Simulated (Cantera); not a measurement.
## Equilibrium for boron, boron nitride and boron oxide: B2O3 + NH3 + N2 + O2

Input: 1 mol B2O3, 1 mol NH3, 48 mol N2, a varied amount of O2, equilibrated at 1700 °C and 1.33 mbar.

Equilibrium computed with Cantera from the NASA thermochemical tables; the gas is ideal and each condensed phase is pure. Candidate condensed phases: B, BN, B2O3, B3O3H3, H2O; 39 gas species. The numbers say what is thermodynamically allowed, not how fast it happens.

From 0.14 mol O2 to 0.84 mol O2 nothing is condensed. The main B-bearing gas is B2O3 at 0.14 mol O2 and HBO2 at 0.84 mol O2.

| n(O2) (mol) | x N2 | x HBO2 | x H2 | x H2O | x B2O3 | x H | x BO |
|---|---|---|---|---|---|---|---|
| 0.14 | 0.947 | 0.0122 | 0.0188 | 0.00136 | 0.0110 | 0.00507 | 0.00342 |
| 0.19 | 0.947 | 0.0140 | 0.0176 | 0.00188 | 0.0105 | 0.00490 | 0.00275 |
| 0.26 | 0.947 | 0.0165 | 0.0157 | 0.00281 | 0.00971 | 0.00462 | 0.00205 |
| 0.34 | 0.948 | 0.0190 | 0.0133 | 0.00414 | 0.00876 | 0.00426 | 0.00148 |
| 0.46 | 0.948 | 0.0221 | 0.00966 | 0.00658 | 0.00745 | 0.00363 | 0.000920 |
| 0.62 | 0.948 | 0.0249 | 0.00515 | 0.0101 | 0.00610 | 0.00265 | 0.000490 |
| 0.84 | 0.946 | 0.0259 | 0.00201 | 0.0129 | 0.00519 | 0.00166 | 0.000249 |
x: gas mole fraction; nothing condenses.
